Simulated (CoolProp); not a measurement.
Vapour-liquid equilibrium of isobutene (1) + n-butane (2) at 244.8 K; x and y are mole fractions of (1).

Computed with CoolProp (multi-fluid Helmholtz-energy mixture model, Lemmon 2005 and Bücker 2006; pair parameters Bell 2016).

```tsv
x	bubble pressure (MPa)	y at the bubble point	dew pressure at overall composition x (MPa)	liquid density (mol/L)
0.05	0.03123	0.069	0.03105	10.88
0.125	0.03214	0.165	0.03176	10.93
0.2	0.03300	0.255	0.03247	10.98
0.275	0.03381	0.338	0.03320	11.03
0.35	0.03459	0.418	0.03393	11.09
0.425	0.03534	0.493	0.03466	11.14
0.5	0.03605	0.566	0.03540	11.20
0.575	0.03675	0.636	0.03614	11.25
0.65	0.03742	0.704	0.03688	11.31
0.725	0.03808	0.770	0.03763	11.37
0.8	0.03872	0.835	0.03837	11.43
0.875	0.03935	0.898	0.03912	11.49
0.95	0.03997	0.960	0.03987	11.55
```

No azeotrope shows between x = 0.05 and 0.95.

The pair parameters rest on a limited set of measurements; away from them the model extrapolates.
